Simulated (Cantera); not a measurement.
Input (Python, Cantera) and output of one run.

```python
import numpy as np
import cantera as ct

gas_names = """
    H HNO HNO2 HNO3 HO2 H2 H2O H2O2 N NH NH2 NH3 NH2OH NO NO2 NO3 N2 N2H2 N2H4 N2O O OH O2 O3 Si SiH
    SiH2 SiH3 SiH4 SiN SiO SiO2 Si2 Si2N Si3
""".split()
cond_names = """
    H2O(s) H2O(L) Si(cr) Si(L) SiO2(Lqz) SiO2(hqz) SiO2(L) Si2N2O(s) Si3N4(a)
""".split()


# ... load() reads the species with a 1 bar reference pressure and builds the phases ...
atoms = {
    'Si': {'Si': 1},
    'H2O': {'H': 2, 'O': 1},
    'N2': {'N': 2},
}
top_T = {'Si2N2O(s)': 2100, 'Si3N4(a)': 2400}  # K; cautious upper limits of use, not melting points


# ... equilibrate(T, P, feed) seeds the gas with the atoms and calls Mixture.equilibrate('TP', solver="vcs", rtol=1e-11, max_steps=5000) ...
results = []
feed = {'Si': 1, 'H2O': 0.0083, 'N2': 8}  # mol
P = 190  # Pa
for T in [1198, 1273, 1348, 1423, 1498, 1573, 1648, 1723, 1798, 1873, 1948]:
    mix = equilibrate(T, P, feed)
    results.append((T, P, feed, dict(zip(mix.species_names, mix.species_moles))))

top = {s: max(r[3][s] / sum(r[3][g] for g in gas_names) for r in results) for s in gas_names}
cols = sorted((s for s in top if top[s] > 1e-06), key=lambda s: -top[s])[:5]
seen = [c for c in cond_names if any(r[3].get(c, 0) > 1e-12 for r in results)]
print("log10 of partial pressures in bar; condensed amounts in mol")
print(f"{'T/K':>10s}" + "".join(f"{s[:9]:>10s}" for s in cols + seen))
for T, P, feed, n in results:
    ng = sum(n[g] for g in gas_names)
    print(f"{T:10.4g}" + "".join(f"{np.log10(max(n[s] / ng * P / 1e5, 1e-99)):10.3f}" for s in cols)
          + "".join(f"{n.get(c, 0):10.4g}" for c in seen))
```

Result:

```
log10 of partial pressures in bar; condensed amounts in mol
       T/K        N2        Si        H2       SiO         H     Si(L) Si2N2O(s)  Si3N4(a)
      1198    -2.722   -15.124    -5.668   -11.693    -9.555         0    0.0083    0.3278
      1273    -2.722   -13.342    -5.668   -10.197    -8.981         0    0.0083    0.3278
      1348    -2.722   -11.760    -5.668    -8.870    -8.470         0  0.008295    0.3278
      1423    -2.722   -10.347    -5.669    -7.686    -8.012         0   0.00822    0.3278
      1498    -2.722    -9.078    -5.671    -6.624    -7.600         0   0.00738    0.3281
      1573    -2.722    -7.932    -5.675    -5.669    -7.228         0         0    0.3306
      1648    -2.722    -6.891    -5.682    -5.669    -6.891         0         0    0.3304
      1723    -2.722    -6.007    -5.735    -5.706    -6.607     0.987         0         0
      1798    -2.723    -5.511    -5.762    -5.707    -6.334    0.9774         0         0
      1873    -2.724    -5.055    -5.810    -5.708    -6.095    0.9512         0         0
      1948    -2.728    -4.634    -5.889    -5.712    -5.892    0.8851         0         0
```

Cantera equilibrium calculation (NASA polynomials, part measured and part estimated; ideal gas, pure solids and liquids). N2 is the only nitrogen source here; it is nearly inert below about 1500 K, so the nitride shown seldom forms there in practice. Mutual solubility and eutectic melting of coexisting phases are not modelled. The tables' values for SiN are old estimates; treat these amounts as uncertain.
